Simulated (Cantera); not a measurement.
# V + NH3 + H2 (tantalum, niobium, vanadium and zirconium in process gases)

Input: 1 mol V, 4.7 mol NH3, a varied amount of H2, held at 13000 Pa.

Method: chemical equilibrium by Gibbs-energy minimisation in Cantera with the NASA 1993 tables (ideal gas, pure condensed phases). Candidate condensed phases: V, VN; 11 gas species. Mutual solubility and eutectic melting of coexisting phases are not modelled. VN: taken at fixed stoichiometry. Condensed phases not in the tables: V2N, N, O or C dissolved in the metal. Rates play no part.

Map the stable condensed phases over T = 1825, 1875, 1925, 1975, 2025, 2075, 2125, 2175, 2225, 2275, 2325, 2375, 2425, 2475 K and n(H2) in mol = 6.6, 9.5, 14, 20, 29, 41, 59, 86, 120, 180, 260, 370.


```
T in K \ n(H2) in mol
         6.6 9.5  14  20  29  41  59  86 120 180 260 370
   2475    A   A   A   A   A   A   A   A   A   A   B   B
   2425    A   A   A   A   A   A   A   A   A   A   A   B
   2375    A   A   A   A   A   A   A   A   A   A   A   A
   2325    A   A   A   A   A   A   A   A   A   A   A   A
   2275    A   A   A   A   A   A   A   A   A   A   A   A
   2225    A   A   A   A   A   A   A   A   A   A   A   A
   2175    C   D   A   A   A   A   A   A   A   A   A   A
   2125    C   C   C   D   A   A   A   A   A   A   A   A
   2075    C   C   C   C   C   D   A   A   A   A   A   A
   2025    C   C   C   C   C   C   C   D   A   A   A   A
   1975    C   C   C   C   C   C   C   C   C   D   A   A
   1925    C   C   C   C   C   C   C   C   C   C   C   D
   1875    C   C   C   C   C   C   C   C   C   C   C   C
   1825    C   C   C   C   C   C   C   C   C   C   C   C
```
A: V; B: gas only; C: VN; D: V + VN.
